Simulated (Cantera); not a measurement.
## Premixed flame

A freely propagating, adiabatic, planar premixed flame of CH₄ : O₂ : N₂ : H₂O = 1 : 2.06 : 7.75 : 0.48 (molar parts), equivalence ratio 0.97, unburnt at 623 K and 338 Torr; mixture-averaged transport, grid criteria slope 0.08 and curve 0.16, no radiation.

Computed with Cantera and GRI-Mech 3.0 (53 species, 325 reactions). Burning velocities carry a grid error of a few per cent, more on coarse grids.

| z (mm) | T (K) | u (m/s) | x CH₄ | x O₂ | x H₂O | x CO₂ | x HCO | x H |
|---|---|---|---|---|---|---|---|---|
| -2.12 | 623 | 1.50 | 0.0885 | 0.182 | 0.0425 | 5.12e-8 | <1e-8 | <1e-8 |
| -1.41 | 624 | 1.51 | 0.0883 | 0.182 | 0.0426 | 9.84e-7 | <1e-8 | <1e-8 |
| -1.06 | 628 | 1.52 | 0.0877 | 0.181 | 0.0432 | 7.96e-6 | <1e-8 | 5.64e-8 |
| -0.705 | 664 | 1.61 | 0.0850 | 0.178 | 0.0476 | 0.000119 | <1e-8 | 3.93e-6 |
| -0.353 | 968 | 2.39 | 0.0644 | 0.154 | 0.0803 | 0.00252 | 8.77e-7 | 0.000226 |
| -0.176 | 1343 | 3.35 | 0.0369 | 0.117 | 0.119 | 0.00815 | 1.83e-5 | 0.00118 |
| 0 | 1711 | 4.31 | 0.00961 | 0.0709 | 0.160 | 0.0188 | 7.10e-5 | 0.00429 |
| 0.176 | 1867 | 4.71 | 0.000855 | 0.0424 | 0.180 | 0.0318 | 2.68e-5 | 0.00815 |
| 0.353 | 1905 | 4.80 | 3.93e-5 | 0.0320 | 0.184 | 0.0424 | 1.92e-6 | 0.0102 |
| 0.705 | 1943 | 4.86 | 1.03e-7 | 0.0265 | 0.184 | 0.0536 | 4.17e-8 | 0.0108 |
| 1.41 | 1992 | 4.96 | <1e-8 | 0.0238 | 0.186 | 0.0598 | 2.50e-8 | 0.00960 |
| 2.82 | 2055 | 5.10 | <1e-8 | 0.0216 | 0.190 | 0.0625 | 1.64e-8 | 0.00723 |
| 5.64 | 2128 | 5.25 | <1e-8 | 0.0190 | 0.196 | 0.0656 | <1e-8 | 0.00475 |
x: mole fraction of selected species; z is measured from the peak of heat release.

* **laminar burning velocity**: 150 cm/s
* **thermal thickness**: 0.705 mm
* **peak x(HCO)**: 7.16e-5
* **peak x(H)**: 0.0108
* **grid points**: 150
